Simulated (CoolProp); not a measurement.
Model: reference Helmholtz-energy equation of state, Lemmon 2003, in CoolProp. It is a pseudo-pure fit of the blend.

Task: For R410A, give the phase and the cp (kJ/(kg K)), Prandtl number at 444.1 K and 101 kPa.

Result: 
- 444.1 K and 101 kPa: gas; cp 1.03, Prandtl number 0.813

Viscosity comes from a separate model (Geller 2000). Thermal conductivity comes from a separate model (Geller 2001).
